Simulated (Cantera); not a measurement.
Input (Python, Cantera) and output of one run.

```python
import numpy as np
import cantera as ct

gas_names = [...]  # 114 gases of nasa_gas.yaml made of C, Fe, H, O
cond_names = """
    C(gr) C6H6(L) C7H8(L) C8H18(L),n-octa Fe(a) Fe(c) Fe(d) Fe(L) FeC5O5(L) FeO(s) FeO(L) Fe(OH)2(s)
    Fe(OH)3(s) Fe2O3(s) Fe3O4(s) H2O(s) H2O(L)
""".split()


# ... load() reads the species with a 1 bar reference pressure and builds the phases ...
atoms = {
    'Fe3O4': {'Fe': 3, 'O': 4},
    'CO': {'C': 1, 'O': 1},
    'CH4': {'C': 1, 'H': 4},
}
top_T = {'C(gr)': 4500, 'Fe2O3(s)': 1830, 'Fe3O4(s)': 1870}  # K; cautious upper limits of use, not melting points


# ... equilibrate(T, P, feed) seeds the gas with the atoms and calls Mixture.equilibrate('TP', solver="vcs", rtol=1e-11, max_steps=5000) ...
results = []
T = 2398  # K
P = 150000  # Pa
for m in [0.3, 0.41, 0.55, 0.74, 0.99, 1.3, 1.8]:
    feed = {'Fe3O4': 1, 'CO': 1, 'CH4': m}  # mol
    mix = equilibrate(T, P, feed)
    results.append((T, P, feed, dict(zip(mix.species_names, mix.species_moles))))

top = {s: max(r[3][s] / sum(r[3][g] for g in gas_names) for r in results) for s in gas_names}
cols = sorted((s for s in top if top[s] > 1e-05), key=lambda s: -top[s])[:9]
seen = [c for c in cond_names if any(r[3].get(c, 0) > 1e-12 for r in results)]
print("log10 of partial pressures in bar; condensed amounts in mol")
print(f"{'n(CH4)':>10s}" + "".join(f"{s[:9]:>10s}" for s in cols + seen))
for T, P, feed, n in results:
    ng = sum(n[g] for g in gas_names)
    print(f"{feed['CH4']:10.4g}" + "".join(f"{np.log10(max(n[s] / ng * P / 1e5, 1e-99)):10.3f}" for s in cols)
          + "".join(f"{n.get(c, 0):10.4g}" for c in seen))
```

It prints:

```
log10 of partial pressures in bar; condensed amounts in mol
    n(CH4)        CO        H2       H2O       CO2        Fe         H        OH   Fe(OH)2       FeO     Fe(L)    FeO(L)
       0.3    -0.111    -0.790    -0.517    -0.609    -2.423    -2.198    -2.661    -3.285    -3.506         0     2.994
      0.41    -0.093    -0.560    -0.574    -0.878    -2.135    -2.083    -2.834    -3.342    -3.506         0     2.988
      0.55    -0.097    -0.389    -0.700    -1.180    -1.838    -1.997    -3.045    -3.468    -3.506    0.0021     2.971
      0.74    -0.132    -0.344    -0.655    -1.214    -1.838    -1.975    -3.023    -3.424    -3.506    0.3254     2.641
      0.99    -0.164    -0.309    -0.620    -1.247    -1.838    -1.957    -3.005    -3.388    -3.506    0.7508     2.208
       1.3    -0.193    -0.282    -0.593    -1.276    -1.838    -1.943    -2.991    -3.361    -3.506     1.278     1.671
       1.8    -0.224    -0.256    -0.568    -1.306    -1.838    -1.931    -2.979    -3.336    -3.506     2.129    0.8048
```

Cantera equilibrium calculation (NASA polynomials, part measured and part estimated; ideal gas, pure solids and liquids). Each liquid is taken as pure. Mutual solubility and eutectic melting of coexisting phases are not modelled. The tables' stoichiometric FeO is somewhat more stable than real wüstite, so its field is too wide. FeO: taken at fixed stoichiometry.
